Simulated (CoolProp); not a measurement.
Vapour pressure (bar) of diethyl ether: the reference equation beside estimates from Tc = 194.7 °C, pc = 37.17 bar, ω = 0.282.

Model: reference Helmholtz-energy equation of state, Thol 2014, in CoolProp.

```
T (°C)  reference  Redlich-Kwong  Peng-Robinson
------  ---------  -------------  -------------
34.95         [?]          1.897          1.025
48.65         [?]          2.796          1.619
62.25       2.475          3.959          2.448
75.85       3.610          5.434          3.571
89.45       5.101          7.259            [?]
103.05      7.011            [?]          6.960
116.65      9.408          12.11          9.368
130.25      12.37          15.21          12.35
143.85        [?]          18.81          16.00
157.45      20.30            [?]          20.41
171.15      25.54            [?]          25.70
```

### Question
Complete the blanks.

### Answer

- 34.95, reference: 1.031
- 48.65, reference: 1.635
- 89.45, Peng-Robinson: 5.052
- 103.05, Redlich-Kwong: 9.473
- 143.85, reference: 15.97
- 157.45, Redlich-Kwong: 22.93
- 171.15, Redlich-Kwong: 27.64

Absolute difference from the reference over all 11 rows, mean and median: Redlich-Kwong 39.4 and 35.1 %, Peng-Robinson 0.7 and 0.6 %.
